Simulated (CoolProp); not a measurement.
Saturation properties of chlorine.

Model: reference Helmholtz-energy equation of state, Thol 2021, in CoolProp.

```csv
T (K),p (MPa),liquid density (kg/m³),liquid cp (kJ/(kg K)),vapour Z
190.2,___,___,0.9417,0.9968
200,0.01222,1670,0.9394,0.9945
209.7,0.02243,1644,0.9380,0.9912
219.5,0.03896,1617,0.9377,0.9867
229.2,0.06384,___,___,0.9810
239,0.1004,1564,0.9407,0.9736
248.7,0.1513,1537,___,0.9648
258.5,0.2209,1510,0.9498,0.9542
268.3,0.3130,1482,0.9571,0.9419
278,0.4303,1454,0.9663,0.9279
```

Problem. Fill in the missing entries.

Solution. 
- 190.2, p (MPa): 0.006159
- 190.2, liquid density (kg/m³): 1696
- 229.2, liquid density (kg/m³): 1591
- 229.2, liquid cp (kJ/(kg K)): 0.9385
- 248.7, liquid cp (kJ/(kg K)): 0.9444

It boils at 239.2 K under 1 atm.
